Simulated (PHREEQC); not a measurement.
A PHREEQC input (ion-association model, phreeqc.dat):

```
SOLUTION 1
  temp 20
  units mg/kgw
  pH 5.71 charge
  pe 10.8
  Na 0.274
  K 0.0121
  Ca 0.266
  Mg 0.00198
  Cl 0.549
  S(6) 0.282 as SO4
  Alkalinity 0.23 as HCO3
  Cd 0.0575
END
USE solution 1
EQUILIBRIUM_PHASES 1
  Gypsum 0 0
  CO2(g) -2 10
END
```

It stops with these messages:

```
ERROR: pH adustment cannot attain charge balance when alkalinity is fixed.
ERROR: Program terminating due to input errors.
```

The fault: pH asked from the charge balance while alkalinity is fixed. The line should read `pH 5.71` where the input has `pH 5.71 charge`. With the mend the run ends at pH 4.96 and ionic strength 4.72e-5 mol/kgw.
